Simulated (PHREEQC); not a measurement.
Model water analysis in mg/kgw, 25 °C, pH 7.18, pe 2.8:

```csv
constituent,mg/kgw
Na,61.8
K,26.1
Ca,16.2
Mg,7.83
Cl,16.6
S(6) as SO4,163
Alkalinity as HCO3,54.4
Mn(2),0.848
```

Valence states are taken as typed.

Equilibrium calculation in PHREEQC: ion-association model, phreeqc.dat.

**Question.** The ionic strength comes out as 0.00677 mol/kgw. What activity coefficients do Ca+2, NaSO4-, SO4-2, Mg+2, Na+ get?

**Answer.** Ca+2 0.71, NaSO4- 0.92, SO4-2 0.71, Mg+2 0.72, Na+ 0.92.

This is a speciation only: nothing precipitates in the calculation. Complexes and solids missing from the database can't appear.
